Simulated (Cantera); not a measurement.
Input: 1 mol Si3N4, a varied amount of H2O, 120 mol N2, held at 750 Torr.

Method: chemical equilibrium by Gibbs-energy minimisation in Cantera with the NASA 1993 tables (ideal gas, pure condensed phases). Candidate condensed phases: H2O, Si, SiO2, Si2N2O, Si3N4; 35 gas species. Mutual solubility and eutectic melting of coexisting phases are not modelled. Kinetics and transport are ignored.

What condenses at these points (T in °C, n(H2O) in mol): (1677, 0.0049); (1577, 0.043); (1827, 0.18); (1527, 0.021)?


```
T (°C)  n(H2O) in mol  condensed phases  Si condensed (%)
------  -------------  ----------------  ----------------
1677           0.0049             Si3N4              99.8
1577            0.043    Si2N2O + Si3N4              99.2
1827             0.18             Si3N4              93.4
1527            0.021    Si2N2O + Si3N4              99.7
```
